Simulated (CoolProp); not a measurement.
Saturated liquid density (kg/m³) of methanol: the reference equation beside estimates from Tc = 240.2 °C, pc = 8.216 MPa, ω = 0.565. Rackett uses Z = 0.29056 − 0.08775 ω.

Computed with CoolProp (reference Helmholtz-energy equation of state, de Reuck 1993).

| T (°C) | reference | Rackett | van der Waals | Redlich-Kwong | Soave-Redlich-Kwong |
|---|---|---|---|---|---|
| -4.35 | 813.7 | 809.3 | 398.9 | 591.4 | 624.8 |
| 6.75 | 803.3 | 797.1 | 393.8 | ___ | 618.1 |
| 17.85 | 792.9 | 784.7 | 388.6 | 574.0 | 610.9 |
| 28.95 | ___ | 772.1 | 383.1 | 564.7 | 603.3 |
| 40.05 | 772.0 | 759.1 | 377.5 | ___ | 595.3 |
| 51.15 | 761.4 | 745.9 | 371.7 | 545.0 | 586.7 |
| 62.25 | 750.6 | 732.3 | 365.8 | 534.6 | 577.6 |
| 73.35 | 739.4 | 718.4 | 359.5 | 523.6 | 567.9 |
| 84.45 | 727.9 | 704.1 | 353.1 | 512.2 | 557.5 |
| 95.65 | 715.8 | 689.3 | 346.3 | 500.1 | ___ |
| 106.75 | 703.2 | 674.0 | 339.3 | 487.6 | 534.5 |
| 117.85 | 690.0 | 658.2 | 331.9 | 474.4 | 521.7 |
| 128.95 | ___ | 641.8 | 324.2 | 460.5 | 507.9 |
| 140.05 | 660.8 | 624.6 | 316.0 | 445.8 | 493.0 |

### Question
What belongs in the gaps?

### Answer

- 6.75, Redlich-Kwong: 582.9
- 28.95, reference: 782.5
- 40.05, Redlich-Kwong: 555.1
- 95.65, Soave-Redlich-Kwong: 546.4
- 128.95, reference: 675.9

Absolute difference from the reference over all 14 rows, mean and median: Rackett 2.8 and 2.6 %, van der Waals 51.4 and 51.3 %, Redlich-Kwong 29.3 and 29.0 %, Soave-Redlich-Kwong 23.6 and 23.2 %.
